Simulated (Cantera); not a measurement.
Input (Python, Cantera) and output of one run.

```python
import numpy as np
import cantera as ct

gas_names = [...]  # 151 gases of nasa_gas.yaml made of C, H, N, O, Si
cond_names = """
    C(gr) C6H6(L) C7H8(L) C8H18(L),n-octa H2O(s) H2O(L) Si(cr) Si(L) SiC(b) SiO2(Lqz) SiO2(hqz) SiO2(L)
    Si2N2O(s) Si3N4(a)
""".split()


# ... load() reads the species with a 1 bar reference pressure and builds the phases ...
atoms = {
    'TEOS': {'Si': 1, 'C': 8, 'H': 20, 'O': 4},
    'NO': {'N': 1, 'O': 1},
    'H2': {'H': 2},
}
top_T = {'C(gr)': 4500, 'SiC(b)': 3050, 'Si2N2O(s)': 2100, 'Si3N4(a)': 2400}  # K; cautious upper limits of use, not melting points


# ... equilibrate(T, P, feed) seeds the gas with the atoms and calls Mixture.equilibrate('TP', solver="vcs", rtol=1e-11, max_steps=5000) ...
results = []
feed = {'TEOS': 1, 'NO': 0.19, 'H2': 2.6}  # mol
T = 1548  # K
P = 100  # Pa
mix = equilibrate(T, P, feed)
results.append((T, P, feed, dict(zip(mix.species_names, mix.species_moles))))
print(gas.report(threshold=1e-06))
for i in range(1, mix.n_phases):
    print(f"{mix.phase(i).name:16s} {mix.phase_moles(i):12.5e} mol")
```

It prints:

```
       temperature   1548 K
          pressure   100 Pa
           density   6.6973e-05 kg/m^3
  mean mol. weight   8.62 kg/kmol
   phase of matter   gas

                          1 kg             1 kmol
                     ---------------   ---------------
          enthalpy        1.3146e+06        1.1332e+07  J
   internal energy        -1.785e+05       -1.5387e+06  J
           entropy             30161        2.5999e+05  J/K
    Gibbs function       -4.5375e+07       -3.9113e+08  J
 heat capacity c_p            3855.3             33232  J/K
 heat capacity c_v            2890.7             24918  J/K

                      mass frac. Y      mole frac. X     chem. pot. / RT
                     ---------------   ---------------   ---------------
               CH4        2.1217e-06          1.14e-06           -54.042
                CO           0.80409           0.24746           -43.754
    C2H2,acetylene        3.5331e-05        1.1697e-05           -30.394
                 H        9.8311e-05        0.00084071           -12.948
               HCN        0.00029661        9.4605e-05             -34.3
               HNC         5.822e-06        1.8569e-06             -34.3
                H2           0.17434           0.74543           -25.897
                N2           0.01812         0.0055757           -38.207
               SiO         0.0030133         0.0005892           -50.909
     [ +142 minor]        1.7186e-06        6.0266e-07

C(gr)             2.82787e+00 mol
Si(cr)            0.00000e+00 mol
SiC(b)            9.90042e-01 mol
SiO2(hqz)         0.00000e+00 mol
Si2N2O(s)         0.00000e+00 mol
Si3N4(a)          0.00000e+00 mol
```

These are equilibrium values from Cantera (NASA tables, ideal gas, pure condensed phases), not measurements of a reactor. The feed counts by its element totals alone.
